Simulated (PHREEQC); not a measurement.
A solution holds 89 mmol/kgw CdBr2, at 20 °C. Closed to the air; pH follows from the charge balance.

The numbers come from PHREEQC with the ion-association model, wateq4f.dat.

Problem. The ionic strength comes out as 0.0975 mol/kgw. What activity coefficients do CdBr+, Cd+2, Br- get?

Solution. CdBr+ 0.78, Cd+2 0.38, Br- 0.78.

This is a speciation only: nothing precipitates in the calculation.
